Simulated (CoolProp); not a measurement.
A closed Brayton cycle with dry air: compressor inlet 328.15 K and 2.9 MPa, high pressure 6.26 MPa, turbine inlet 800 K, compressor efficiency 0.8, turbine efficiency 0.85, recuperator effectiveness 0.8 (on enthalpy, no pinch check). Each further row changes one setting.

Computed with CoolProp (reference Helmholtz-energy equation of state, Lemmon 2000). It is a pseudo-pure fit of the blend.

```csv
case,thermal efficiency (%),net work (kJ/kg),compressor to turbine work,compressor exit (K),turbine exit (K)
as stated,18.7,35.9,0.74,429.1,674.4
turbine inlet 750 K,15.6,?,?,429.1,631.0
compressor inlet 338.15 K,17.2,32.6,?,?,674.4
high pressure 5.32 MPa,18.6,32.6,?,?,?
recuperator effectiveness 0.5,?,35.9,0.74,429.1,674.4
```

Task: Some entries are withheld; supply them.

Result: 
- turbine inlet 750 K, net work (kJ/kg): 27.2
- turbine inlet 750 K, compressor to turbine work: 0.79
- compressor inlet 338.15 K, compressor to turbine work: 0.76
- compressor inlet 338.15 K, compressor exit (K): 442.0
- high pressure 5.32 MPa, compressor to turbine work: 0.71
- high pressure 5.32 MPa, compressor exit (K): 405.9
- high pressure 5.32 MPa, turbine exit (K): 699.1
- recuperator effectiveness 0.5, thermal efficiency (%): 13.3
